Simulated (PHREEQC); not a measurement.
PHREEQC input (ion-association model, wateq4f.dat):

```
SOLUTION_MASTER_SPECIES
  An  An-  0  An  62.0  # stands for a non-complexing anion
SOLUTION_SPECIES
  An- = An-
    -log_k 0
    -gamma 3.0 0
PHASES
  Fix_H+
    H+ = H+
    -log_k 0
SOLUTION 1
  temp 25
  units mmol/kgw
  pH 7 charge
  S(6) 1.2
  Cu(2) 1.2
  Na 5
  An 5
END
SELECTED_OUTPUT 1
  -reset false
  -pH true
  -pe true
  -ionic_strength true
  -water true
  -totals Cu Na S Cu(1) Cu(2) S(-2) S(6)
  -molalities Hfo_wOH Hfo_wOH2+ Hfo_wO- Hfo_sOH Hfo_sOH2+ Hfo_sO- Hfo_sOCu+ Hfo_wOCu+ Hfo_wSO4- Hfo_wOHSO4-2
  -saturation_indices Cu(OH)2 Brochantite Antlerite Mirabilite Chalcanthite
USER_PUNCH 1
  -headings sigma psi
  10 PUNCH EDL("sigma", "Hfo"), EDL("psi", "Hfo")
PRINT
  -reset false
USE solution 1
SURFACE 1
  Hfo_wOH 0.000539326 600 0.24
  Hfo_sOH 1.34831e-05
EQUILIBRIUM_PHASES 1
  Fix_H+ -4 HAn 10
    -force_equality true
  O2(g) -0.68 10
END
# ... the last block is repeated for the other 16 points of pH, with NaOH or the acid as the point needs
```

Selected output (columns that matter, 17 of 17 rows; pH added in front):

```
pH	mu	Cu	Na	S	m_Hfo_wOH	m_Hfo_wOH2+	m_Hfo_wO-	si_Cu(OH)2	si_Brochantite	si_Antlerite	si_Mirabilite	si_Chalcanthite	sigma	psi
4	0.0092498	0.0011856	0.005	0.00094712	3.2139e-06	0.00027896	8.4825e-10	-3.7643	-7.0826	-4.9083	-6.8228	-3.7302	0.025549	0.079949
4.5	0.0090831	0.0011499	0.005	0.00095548	9.1263e-06	0.00024864	7.6741e-09	-2.7771	-4.1258	-2.9386	-6.8141	-3.7349	0.025421	0.08014
5	0.0087078	0.0010167	0.005	0.00097711	1.7816e-05	0.00012871	5.6496e-08	-1.8297	-1.3186	-1.0789	-6.795	-3.7699	0.027384	0.084664
5.5	0.0085635	0.00088108	0.0052139	0.0010106	1.7336e-05	2.6926e-05	2.557e-07	-0.8954	1.4392	0.7446	-6.7375	-3.815	0.033341	0.094578
6	0.0085658	0.00082999	0.0053998	0.001032	1.0536e-05	3.5188e-06	7.2273e-07	0.0555	4.2551	2.6096	-6.695	-3.8519	0.040772	0.10449
6.5	0.0084999	0.00081558	0.0057049	0.0010402	6.3292e-06	5.0817e-07	1.8059e-06	0.9131	6.6968	4.1937	-6.6357	-3.9829	0.046776	0.11153
7	0.0083347	0.00081358	0.0062763	0.0010442	5.3351e-06	1.2629e-07	5.163e-06	1.52	8.1391	5.029	-6.5378	-4.3615	0.048013	0.11333
7.5	0.008165	0.00082022	0.0068094	0.0010515	6.7261e-06	5.838e-08	1.7752e-05	1.8474	8.4587	5.0213	-6.456	-5.0239	0.044046	0.10953
8	0.0081757	0.00084194	0.0070703	0.0010799	1.0967e-05	4.3317e-08	6.3611e-05	1.9504	7.8837	4.3433	-6.4108	-5.9081	0.036512	0.10018
8.5	0.0083578	0.0008827	0.0072434	0.0011428	1.5824e-05	3.5316e-08	0.00016243	1.9845	7.0429	3.4684	-6.3677	-6.8511	0.027167	0.085264
9	0.0085064	0.00091441	0.0073626	0.0011887	1.7775e-05	3.041e-08	0.00023803	2.0016	6.1271	2.5355	-6.3386	-7.8182	0.016662	0.062516
9.5	0.0085659	0.00092606	0.0074204	0.0011987	1.8036e-05	2.8728e-08	0.0002594	2.0073	5.1531	1.5558	-6.329	-8.8094	0.0079223	0.034774
10	0.0086498	0.00093162	0.0075088	0.0011998	1.8022e-05	2.7955e-08	0.00026617	2.0098	4.1626	0.5628	-6.3195	-9.8073	0.0012508	0.0058774
10.5	0.0088939	0.00093645	0.0077593	0.0012	1.7983e-05	2.7321e-08	0.00027116	2.0114	3.167	-0.4345	-6.2943	-10.808	-0.0051594	-0.023168
11	0.0096605	0.00094288	0.0085373	0.0012	1.794e-05	2.6557e-08	0.00027764	2.0124	2.164	-1.4385	-6.2214	-11.814	-0.013793	-0.052078
11.5	0.012115	0.00095465	0.011017	0.0012	1.7897e-05	2.5351e-08	0.00028945	2.0111	1.138	-2.463	-6.0296	-12.836	-0.029599	-0.080524
12	0.020191	0.00098238	0.019147	0.0012	1.787e-05	2.3063e-08	0.00031719	1.9967	0.0271	-3.5595	-5.6266	-13.904	-0.066789	-0.10771
```

Along this series the solution becomes supersaturated in solids that the run did not let form, among them Cu(OH)2, Brochantite, Antlerite. Complexes and solids missing from the database can't appear. The database's constant for dissolved Cu(OH)2 is higher than later reviews accept.
